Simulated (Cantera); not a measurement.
An isothermal, constant-pressure homogeneous reactor starts with CO : O2 : H2O : N2 = 0.028 : 0.026 : 0.061 : 1 (molar parts), equivalence ratio 0.54, at 898 K and 1.28 atm. Integrator tolerance rtol = 1e-08.

Model: GRI-Mech 3.0 (53 species, 325 reactions), integrated in Cantera.

| quantity | before | after |
|---|---|---|
| x(CO) at 10.0 s | 0.0163 (gas-phase equilibrium <1e-12) | 0.0123 (gas-phase equilibrium <1e-12) |
| x(O2) at 10.0 s | 0.0190 (gas-phase equilibrium 0.0109) | 0.0136 (gas-phase equilibrium 0.00749) |
| x(H2O) at 10.0 s | 0.0549 (gas-phase equilibrium 0.0554) | 0.0378 (gas-phase equilibrium 0.0381) |
| x(O) at 10.0 s | 2.35e-8 (gas-phase equilibrium <1e-12) | 2.21e-8 (gas-phase equilibrium <1e-12) |
| x(H2O2) at 10.0 s | 7.39e-6 (gas-phase equilibrium 4.35e-12) | 4.59e-6 (gas-phase equilibrium 2.48e-12) |

Problem. Which change was made?
A. N2 1 to 1.5 parts
B. temperature 898 to 1375 K
C. pressure from 1.28 atm to 9.38 atm
D. pressure from 1.28 atm to 0.132 atm

Solution. A, N2 1 to 1.5 parts
